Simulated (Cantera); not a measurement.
Cantera run, input and output.

```python
import numpy as np
import cantera as ct

gas = ct.Solution("gri30.yaml")
gas.TPX = 325, 100000, {'CH4': 1, 'CO': 1.1, 'O2': 1.82, 'N2': 6.85}
flame = ct.FreeFlame(gas, width=0.04)
flame.set_refine_criteria(ratio=3, slope=0.08, curve=0.16)
flame.transport_model = "mixture-averaged"
flame.solve(loglevel=0, auto=True)
z, T = flame.grid, flame.T
thick = (T[-1] - T[0]) / np.gradient(T, z).max()
show = ['CH4', 'CO', 'O2', 'CH2O', 'CO2', 'NO2']
print(f"laminar burning velocity  {flame.velocity[0] * 100:.3f} cm/s")
print(f"burnt temperature         {T[-1]:.1f} K")
print(f"thermal thickness         {thick * 1e3:.4f} mm")
print(f"grid points               {len(z)}")
z0 = z[flame.heat_release_rate.argmax()]
print(f"{'z/mm':>9s}{'T/K':>9s}{'u/(m/s)':>9s}" + "".join(f"{s:>11s}" for s in show))
rows = []
for k in (-3, -2, -1.5, -1, -0.5, -0.25, 0, 0.25, 0.5, 1, 2, 4, 8):
    zz = z0 + k * thick
    rows.append([k * thick, np.interp(zz, z, T), np.interp(zz, z, flame.velocity),
                 *(np.interp(zz, z, flame.X[gas.species_index(s)]) for s in show)])
    print(f"{rows[-1][0] * 1e3:9.3f}{rows[-1][1]:9.1f}{rows[-1][2]:9.3f}" + "".join(f"{x:11.3e}" for x in rows[-1][3:]))
```

It prints:

```
laminar burning velocity  43.735 cm/s
burnt temperature         2095.8 K
thermal thickness         0.4085 mm
grid points               156
     z/mm      T/K  u/(m/s)        CH4         CO         O2       CH2O        CO2        NO2
   -1.225    325.1    0.438  9.275e-02  1.020e-01  1.688e-01  8.816e-09  7.672e-08  6.443e-11
   -0.817    326.4    0.441  9.243e-02  1.018e-01  1.683e-01  2.890e-07  2.496e-06  1.757e-09
   -0.613    334.0    0.453  9.170e-02  1.015e-01  1.674e-01  2.922e-06  2.527e-05  1.497e-08
   -0.408    422.3    0.578  8.670e-02  1.014e-01  1.616e-01  7.148e-05  6.639e-04  2.266e-07
   -0.204    933.5    1.298  5.933e-02  1.085e-01  1.240e-01  6.557e-04  9.688e-03  1.625e-07
   -0.102   1362.8    1.909  3.274e-02  1.182e-01  8.381e-02  8.230e-04  2.290e-02  3.147e-08
    0.000   1730.7    2.432  8.684e-03  1.262e-01  4.023e-02  4.894e-04  4.213e-02  5.847e-09
    0.102   1892.1    2.649  9.021e-04  1.212e-01  1.469e-02  1.030e-04  6.154e-02  1.467e-09
    0.204   1936.9    2.696  5.703e-05  1.115e-01  5.637e-03  8.881e-06  7.535e-02  1.116e-09
    0.408   1968.0    2.723  2.550e-07  1.020e-01  1.972e-03  4.904e-08  8.702e-02  9.972e-10
    0.817   1998.6    2.756  7.921e-11  9.913e-02  1.158e-03  1.291e-09  9.078e-02  9.262e-10
    1.634   2031.8    2.797  9.581e-14  9.927e-02  6.745e-04  1.274e-09  9.099e-02  8.340e-10
    3.268   2061.4    2.833  1.007e-13  9.970e-02  3.052e-04  1.294e-09  9.089e-02  7.118e-10
```

Model: GRI-Mech 3.0 (53 species, 325 reactions), integrated in Cantera. Burning velocities carry a grid error of a few per cent, more on coarse grids.
